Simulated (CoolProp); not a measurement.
The numbers come from the reference Helmholtz-energy equation of state, Smukala 2000 in CoolProp.

Task: For ethylene, give the phase and the cp (kJ/(kg K)), cv (kJ/(kg K)), speed of sound (m/s) at 149.95 °C and 22.1 kPa.

Result: 
- 149.95 °C and 22.1 kPa: gas; cp 1.97, cv 1.67, speed of sound 384
